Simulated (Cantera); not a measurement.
## Thermodynamics of calcination and drying, feed Mg(OH)₂ + H₂ + O₂

Charge: 1 mol Mg(OH)₂, 0.65 mol H₂, 0.41 mol O₂, at 100000 Pa.

Method: chemical equilibrium by Gibbs-energy minimisation in Cantera with the NASA 1993 tables (ideal gas, pure condensed phases). Candidate condensed phases: H₂O, Mg, MgO, Mg(OH)₂; 15 gas species. Rates play no part.

```
T (K)  x H₂O    x O₂      x OH      x H₂       x O       x H  x Mg(OH)₂     x HO₂  n MgO(s)
-----  -----  ------  --------  --------  --------  --------  ---------  --------  --------
950    0.951  0.0490   8.81e-8  7.83e-11  7.03e-12    <1e-12     <1e-12  4.17e-10      1.00
1050   0.951  0.0490   6.25e-7   1.55e-9  1.48e-10    <1e-12   1.61e-11   2.07e-9      1.00
1150   0.951  0.0490   3.16e-6   1.85e-8   1.84e-9  1.01e-11   2.39e-10   7.80e-9      1.00
1250   0.951  0.0490   1.23e-5   1.48e-7   1.53e-8  1.86e-10    2.29e-9   2.38e-8      1.00
1350   0.951  0.0490   3.93e-5   8.77e-7   9.34e-8   2.23e-9    1.57e-8   6.14e-8      1.00
1450   0.951  0.0490  0.000107   4.07e-6   4.44e-7   1.91e-8    8.23e-8   1.39e-7      1.00
1550   0.951  0.0489  0.000255   1.55e-5   1.73e-6   1.24e-7    3.47e-7   2.84e-7     1.000
1650   0.951  0.0489  0.000549   5.05e-5   5.72e-6   6.45e-7    1.23e-6   5.32e-7     1.000
1750   0.950  0.0488   0.00108  0.000144   1.65e-5   2.79e-6    3.76e-6   9.28e-7     1.000
1850   0.949  0.0486   0.00198  0.000365   4.25e-5   1.03e-5    1.01e-5   1.52e-6     1.000
1950   0.947  0.0485   0.00340  0.000843   9.94e-5   3.33e-5    2.47e-5   2.37e-6     1.000
2050   0.944  0.0483   0.00553   0.00179  0.000214   9.60e-5    5.48e-5   3.53e-6     1.000
2150   0.939  0.0482   0.00859   0.00354  0.000429  0.000251   0.000113   5.08e-6     1.000
```
x: gas mole fraction; n: condensed amount in mol.

From 950 K to 2150 K the condensed part is MgO(s).
